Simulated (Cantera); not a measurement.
A perfectly stirred reactor is fed with H2 : O2 : N2 : H2O = 1 : 0.781 : 2.94 : 0.11 (molar parts), at 1.00 bar; it is adiabatic with a 300 K inlet, and is followed from long to short residence time, starting on the burning branch (τ in s: 0.02, 0.0094, 0.0043, 0.002, 0.00092, 0.00043, 0.0002, 9.1e-05, 4.2e-05, 1.9e-05, 9e-06).

Detailed kinetics in Cantera: the H2/O2 subset of GRI-Mech 3.0, which has no nitrogen chemistry.

Q: Predict: blow-out, bracketed by the residence times tried; x(H2) at τ = 20.0 ms; x(O2) at τ = 20.0 ms; x(H2O) at τ = 20.0 ms; x(HO2) at τ = 20.0 ms; x(OH) at τ = 20.0 ms; x(H2) at τ = 0.430 ms; x(O2) at τ = 0.430 ms; x(H2O) at τ = 0.430 ms; x(HO2) at τ = 0.430 ms; x(OH) at τ = 0.430 ms.

A: 
```json
{
 "blow_out_bracketed_by_the_residence_times_tried": "burning at 42.0 µs, out at 19.0 µs",
 "x(H2) at τ = 20.0 ms": "0.000912",
 "x(O2) at τ = 20.0 ms": "0.0642",
 "x(H2O) at τ = 20.0 ms": "0.253",
 "x(HO2) at τ = 20.0 ms": "3.96e-6",
 "x(OH) at τ = 20.0 ms": "0.00334",
 "x(H2) at τ = 0.430 ms": "0.00900",
 "x(O2) at τ = 0.430 ms": "0.0655",
 "x(H2O) at τ = 0.430 ms": "0.237",
 "x(HO2) at τ = 0.430 ms": "2.85e-5",
 "x(OH) at τ = 0.430 ms": "0.00833"
}
```
